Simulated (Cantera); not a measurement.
# c-C4F8 + CH4 (fluorocarbon and chlorocarbon gases)

Input: 1 mol c-C4F8, a varied amount of CH4, held at 3125 K and 2.55 Torr.

Method: chemical equilibrium by Gibbs-energy minimisation in Cantera with the NASA 1993 tables (ideal gas, pure condensed phases). Candidate condensed phases: C, C6H6, C7H8, C8H18; 95 gas species. The feed counts by its element totals alone. Equilibrium is a limit: real reactors are often held back by kinetics, nucleation or transport.

```csv
n(CH4) (mol),log p F,log p HF,log p H,log p C3,log p CF,log p C,log p C2
0.1,-2.60,-3.90,-4.70,-3.48,-3.61,-3.98,-4.29
0.23,-2.63,-3.55,-4.32,-3.47,-3.63,-3.97,-4.28
0.36,-2.67,-3.37,-4.10,-3.45,-3.66,-3.97,-4.27
0.48,-2.70,-3.26,-3.95,-3.44,-3.69,-3.96,-4.26
0.61,-2.74,-3.17,-3.83,-3.43,-3.73,-3.96,-4.25
0.74,-2.77,-3.10,-3.72,-3.42,-3.76,-3.96,-4.25
0.86,-2.81,-3.05,-3.64,-3.41,-3.79,-3.95,-4.24
0.99,-2.85,-3.01,-3.56,-3.41,-3.83,-3.95,-4.24
1.1,-2.88,-2.98,-3.49,-3.40,-3.86,-3.95,-4.23
1.2,-2.91,-2.96,-3.44,-3.40,-3.89,-3.95,-4.23
1.4,-2.98,-2.92,-3.35,-3.40,-3.95,-3.95,-4.23
1.5,-3.01,-2.91,-3.30,-3.39,-3.98,-3.95,-4.23
1.6,-3.04,-2.90,-3.26,-3.39,-4.01,-3.95,-4.23
```
log p: log10 of the partial pressure in bar; nothing condenses.

From 0.1 mol CH4 to 1.6 mol CH4 nothing is condensed. The main C-bearing gas is C3 throughout.
